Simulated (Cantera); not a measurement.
Catalytic stagnation flow on Pt

A jet of H₂ : O₂ : N₂ = 0.014 : 0.094 : 0.79 (molar parts), equivalence ratio 0.074 at 300 K and 48.0 Torr hits a platinum plate 2.6 cm away at a mass flux of 0.098 kg/m²/s; the plate temperature is set and raised in steps from an oxygen-covered start.

Model: Deutschmann's 1995 Pt surface mechanism with GRI-Mech 3.0 gas chemistry, integrated in Cantera. Catalytic surfaces can have several steady states; this one follows from the mechanism file's or the stated starting coverage.

```json
[
 {"plate T (K)": "500", "wall x H₂": "0.00320", "wall x O₂": "0.0913", "wall x H₂O": "0.0245", "wall x OH": "<1e-8", "θ free Pt": "0.0514", "θ O*": "0.937", "θ OH*": "0.0114"},
 {"plate T (K)": "550", "wall x H₂": "0.00319", "wall x O₂": "0.0913", "wall x H₂O": "0.0243", "wall x OH": "<1e-8", "θ free Pt": "0.0544", "θ O*": "0.939", "θ OH*": "0.00650"},
 {"plate T (K)": "600", "wall x H₂": "0.00319", "wall x O₂": "0.0914", "wall x H₂O": "0.0241", "wall x OH": "<1e-8", "θ free Pt": "0.0573", "θ O*": "0.939", "θ OH*": "0.00405"},
 {"plate T (K)": "650", "wall x H₂": "0.00316", "wall x O₂": "0.0914", "wall x H₂O": "0.0240", "wall x OH": "<1e-8", "θ free Pt": "0.0605", "θ O*": "0.937", "θ OH*": "0.00271"},
 {"plate T (K)": "700", "wall x H₂": "0.00302", "wall x O₂": "0.0913", "wall x H₂O": "0.0241", "wall x OH": "<1e-8", "θ free Pt": "0.0666", "θ O*": "0.931", "θ OH*": "0.00196"},
 {"plate T (K)": "750", "wall x H₂": "0.00258", "wall x O₂": "0.0908", "wall x H₂O": "0.0249", "wall x OH": "<1e-8", "θ free Pt": "0.0839", "θ O*": "0.915", "θ OH*": "0.00160"},
 {"plate T (K)": "800", "wall x H₂": "0.00198", "wall x O₂": "0.0902", "wall x H₂O": "0.0259", "wall x OH": "<1e-8", "θ free Pt": "0.119", "θ O*": "0.879", "θ OH*": "0.00143"}
]
```
x: mole fraction at the wall; θ: surface coverage.
